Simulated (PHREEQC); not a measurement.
PHREEQC input (ion-association model, wateq4f.dat):

```
SOLUTION_MASTER_SPECIES
  An  An-  0  An  62.0  # stands for a non-complexing anion
SOLUTION_SPECIES
  An- = An-
    -log_k 0
    -gamma 3.0 0
PHASES
  Fix_H+
    H+ = H+
    -log_k 0
SOLUTION 1
  temp 25
  units mmol/kgw
  pH 7 charge
  Na 50
  An 50
END
SELECTED_OUTPUT 1
  -reset false
  -pH true
  -pe true
  -ionic_strength true
  -water true
  -totals Na
  -molalities Hfo_wOH Hfo_wOH2+ Hfo_wO- Hfo_sOH Hfo_sOH2+ Hfo_sO-
USER_PUNCH 1
  -headings sigma psi
  10 PUNCH EDL("sigma", "Hfo"), EDL("psi", "Hfo")
PRINT
  -reset false
USE solution 1
SURFACE 1
  Hfo_wOH 0.0047191 600 2.1
  Hfo_sOH 0.000117978
EQUILIBRIUM_PHASES 1
  Fix_H+ -3 HAn 10
    -force_equality true
  O2(g) -0.68 10
END
# ... the last block is repeated for the other 16 points of pH, with NaOH or the acid as the point needs
```

Selected output (columns that matter, 17 of 17 rows; pH added in front):

```
pH	mu	Na	m_Hfo_wOH	m_Hfo_wOH2+	m_Hfo_wO-	m_Hfo_sOH	m_Hfo_sOH2+	m_Hfo_sO-	sigma	psi
3	0.05351	0.05	0.00016278	0.0045562	1.3324e-07	4.0696e-06	0.00011391	3.3309e-09	0.35763	0.16818
3.38	0.052728	0.05	0.00034942	0.004369	6.4019e-07	8.7355e-06	0.00010923	1.6005e-08	0.34291	0.1664
3.75	0.052286	0.05	0.00066061	0.004056	2.4649e-06	1.6515e-05	0.0001014	6.1622e-08	0.31819	0.16279
4.12	0.051936	0.05	0.0010991	0.0036124	7.6603e-06	2.7477e-05	9.031e-05	1.9151e-07	0.28296	0.15695
4.5	0.051603	0.05	0.0016248	0.0030746	1.9671e-05	4.0621e-05	7.6865e-05	4.9178e-07	0.2398	0.14866
4.88	0.051291	0.05	0.0021473	0.00253	4.1751e-05	5.3683e-05	6.3251e-05	1.0438e-06	0.19532	0.13835
5.25	0.051018	0.05	0.0025944	0.0020495	7.5234e-05	6.486e-05	5.1238e-05	1.8809e-06	0.15497	0.12673
5.62	0.050784	0.05	0.0029522	0.0016456	0.00012133	7.3805e-05	4.114e-05	3.0333e-06	0.11965	0.11381
6	0.050584	0.05	0.0032216	0.001317	0.00018054	8.054e-05	3.2924e-05	4.5135e-06	0.089206	0.099293
6.38	0.050421	0.05	0.0034023	0.0010687	0.00024812	8.5057e-05	2.6718e-05	6.2031e-06	0.064414	0.083582
6.75	0.050294	0.05	0.0035111	0.00089106	0.00031694	8.7778e-05	2.2277e-05	7.9235e-06	0.045067	0.067174
7.12	0.050194	0.05	0.0035734	0.0007616	0.0003841	8.9336e-05	1.904e-05	9.6024e-06	0.029633	0.049771
7.5	0.05011	0.05	0.0036065	0.00066373	0.00044892	9.0162e-05	1.6593e-05	1.1223e-05	0.016861	0.031062
7.88	0.05004	0.05	0.0036204	0.00058804	0.00051063	9.0511e-05	1.4701e-05	1.2766e-05	0.0060763	0.011793
8.25	0.050026	0.05005	0.0036217	0.00052523	0.00057212	9.0544e-05	1.3131e-05	1.4303e-05	-0.0036805	-0.0071835
8.62	0.050096	0.050186	0.0036116	0.00046533	0.00064215	9.029e-05	1.1633e-05	1.6054e-05	-0.01388	-0.026032
9	0.050182	0.050352	0.0035845	0.00040157	0.00073299	8.9613e-05	1.0039e-05	1.8325e-05	-0.026016	-0.044919
```

The oxide is taken as insoluble; below pH 4 it would dissolve.
